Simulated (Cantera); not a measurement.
A Cantera script and what it prints.

```python
import numpy as np
import cantera as ct

gas_names = """
    F FO FO2 F2 F2O H HF HOF HO2 H2 H2F2 H2O H2O2 H3F3 H4F4 H5F5 H6F6 H7F7 Mg MgF MgF2 MgH MgO MgOH
    MgO2H2 Mg2 Mg2F4 O OH O2 O3
""".split()
cond_names = """
    H2O(s) H2O(L) Mg(cr) Mg(L) MgF2(s) MgF2(L) MgO(s) MgO(L) MgO2H2(s)
""".split()


# ... load() reads the species with a 1 bar reference pressure and builds the phases ...
atoms = {
    'MgO': {'Mg': 1, 'O': 1},
    'HF': {'H': 1, 'F': 1},
}
top_T = {}  # K; cautious upper limits of use, not melting points


# ... equilibrate(T, P, feed) seeds the gas with the atoms and calls Mixture.equilibrate('TP', solver="vcs", rtol=1e-11, max_steps=5000) ...
results = []
feed = {'MgO': 1, 'HF': 15}  # mol
T = 1025  # K
P = 54  # Pa
mix = equilibrate(T, P, feed)
results.append((T, P, feed, dict(zip(mix.species_names, mix.species_moles))))
x = sorted(zip(gas.X, gas.species_names), reverse=True)
print(f"T = {T:g} K  P = {P:g} Pa  gas = {mix.phase_moles(0):.4g} mol")
print("   x: " + "  ".join(f"{s} {v:.3e}" for v, s in x if v > 1e-06))
print("   condensed (mol): " + ("  ".join(f"{mix.phase(i).name} {mix.phase_moles(i):.4g}"
      for i in range(1, mix.n_phases) if mix.phase_moles(i) > 1e-12) or "none"))
```

It prints:

```
T = 1025 K  P = 54 Pa  gas = 14 mol
   x: HF 9.286e-01  H2O 7.143e-02
   condensed (mol): MgF2(s) 1
```

These are equilibrium values from Cantera (NASA tables, ideal gas, pure condensed phases), not measurements of a reactor.
